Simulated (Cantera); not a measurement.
## Thermodynamics of hydrogen reduction and annealing atmospheres, feed TiO2 + H2 + H2O

Input: 1 mol TiO2, 740 mol H2, 0.19 mol H2O, held at 1 atm.

Equilibrium computed with Cantera from the NASA thermochemical tables; the gas is ideal and each condensed phase is pure. Candidate condensed phases: H2O, Ti, TiO, TiO2, Ti2O3, Ti3O5, Ti4O7; 12 gas species. Mutual solubility and eutectic melting of coexisting phases are not modelled. Condensed phases not in the tables: Magnéli phases beyond Ti4O7. Kinetics and transport are ignored.

```csv
T (K),log p H2,log p H2O,log p H,log p OH,n Ti4O7(s),n Ti3O5(s),n Ti2O3(s)
1275,0.01,-3.22,-6.13,-11.29,0.250,0,0
1325,0.01,-3.14,-5.78,-10.77,0,0.333,0
1375,0.01,-3.14,-5.46,-10.36,0,0.333,0
1425,0.01,-3.14,-5.16,-9.97,0,0.333,0
1475,0.01,-3.14,-4.88,-9.62,0,0.333,0
1525,0.01,-3.14,-4.62,-9.28,0,0.333,0
1575,0.01,-3.14,-4.38,-8.97,0,0.333,0
1625,0.01,-3.14,-4.15,-8.67,0,0.333,0
1675,0.01,-3.04,-3.93,-8.29,0,0.0347,0.448
1725,0.01,-3.02,-3.73,-8.02,0,0,0.500
```
log p: log10 of the partial pressure in bar; n: condensed amount in mol.

At 1275 K the condensed part is Ti4O7(s). From 1325 K to 1625 K the condensed part is Ti3O5(s). At 1675 K the condensed part is Ti2O3(s) + Ti3O5(s). At 1725 K the condensed part is Ti2O3(s).
